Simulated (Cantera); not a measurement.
**Thermodynamics of hydrogen reduction and annealing atmospheres, feed V2O5 + H2 + N2**

Input: 1 mol V2O5, 0.98 mol H2, 5.1 mol N2, held at 1 atm.

Equilibrium computed with Cantera from the NASA thermochemical tables; the gas is ideal and each condensed phase is pure. Candidate condensed phases: H2O, V, VN, VO, V2O3, V2O4, V2O5; 28 gas species. Mutual solubility and eutectic melting of coexisting phases are not modelled. Condensed phases not in the tables: the oxides between V2O3 and V2O5 other than VO2. Gases not in the tables: V4O10. Kinetics and transport are ignored.

From 973 K to 1073 K the condensed part is V2O4(s) + V2O5(l). From 1173 K to 1773 K the condensed part is V2O4(s). From 1873 K to 2173 K the condensed part is V2O4(l).

```
T (K)   x N2  x H2O      x H2     x VO2      x O2      x OH      x NO  n V2O4(s)  n V2O5(l)  n V2O4(l)
-----  -----  -----  --------  --------  --------  --------  --------  ---------  ---------  ---------
973    0.839  0.161  5.41e-10    <1e-12  0.000128   1.33e-8   5.87e-7      0.982     0.0184          0
1073   0.838  0.161   4.47e-9    <1e-12  0.000568   1.25e-7   3.55e-6      0.987     0.0131          0
1173   0.837  0.161   2.83e-8  3.76e-12   0.00163   7.72e-7   1.44e-5       1.00          0          0
1273   0.837  0.161   2.11e-7  1.47e-10   0.00163   2.86e-6   3.00e-5       1.00          0          0
1373   0.837  0.161   1.18e-6   3.32e-9   0.00161   8.75e-6   5.61e-5       1.00          0          0
1473   0.837  0.161   5.25e-6   4.83e-8   0.00159   2.30e-5   9.60e-5       1.00          0          0
1573   0.837  0.161   1.94e-5   4.92e-7   0.00156   5.32e-5  0.000153      1.000          0          0
1673   0.837  0.161   6.16e-5   3.75e-6   0.00153  0.000111  0.000230      1.000          0          0
1773   0.837  0.161  0.000171   2.24e-5   0.00151  0.000215  0.000331      1.000          0          0
1873   0.837  0.160  0.000422   9.80e-5   0.00152  0.000388  0.000463          0          0      1.000
1973   0.836  0.159  0.000925  0.000334   0.00161  0.000667  0.000642          0          0      0.999
2073   0.835  0.158   0.00181  0.000999   0.00182   0.00111  0.000892          0          0      0.997
2173   0.833  0.156   0.00319   0.00266   0.00218   0.00177   0.00124          0          0      0.992
```
x: gas mole fraction; n: condensed amount in mol.
